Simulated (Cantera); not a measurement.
# Hydrocarbon pyrolysis for carbon deposition

An isothermal, constant-pressure homogeneous reactor starts with CH4 : H2 = 1 : 23 (molar parts), at 1800 K and 0.000150 bar.

Computed with Cantera and GRI-Mech 3.0 (53 species, 325 reactions). GRI-Mech 3.0 stops at C3 and has no aromatics, soot or wall deposition, so with more carbon than oxygen in the feed, carbon stays in small species such as C2H2 where larger ones or solid carbon would form. Radical loss at walls, strong at low pressure, is not modelled.

```
t (s)        x CH4   x H2       x H    x C2H6    x C2H4
--------  --------  -----  --------  --------  --------
0.000200    0.0417  0.958   1.16e-7    <1e-12    <1e-12
0.000597    0.0417  0.958   3.49e-7    <1e-12    <1e-12
0.00178     0.0417  0.958   1.06e-6    <1e-12    <1e-12
0.00532     0.0417  0.958   3.21e-6    <1e-12  5.45e-12
0.0159      0.0417  0.958   9.72e-6  2.86e-11  2.00e-10
0.0474      0.0416  0.958   2.91e-5  5.49e-10   5.98e-9
0.141       0.0416  0.958   8.72e-5   6.81e-9   1.59e-7
0.422       0.0414  0.958  0.000261   6.33e-8   3.65e-6
1.26        0.0407  0.958  0.000787   4.61e-7   4.91e-5
3.76        0.0354  0.959   0.00214   1.59e-6  0.000156
11.2        0.0181  0.967   0.00319   6.75e-7   6.34e-5
33.5       0.00507  0.973   0.00432   7.21e-8   7.54e-6
100       0.000830  0.973   0.00660   2.77e-9   6.34e-7
```
x: mole fraction; the columns are a selection and need not sum to one.

Equilibrium at this temperature and pressure: CH4 1.13e-6, H2 0.952, H 0.0287, C2H6 <1e-12, C2H4 6.53e-8 (gas phase only).
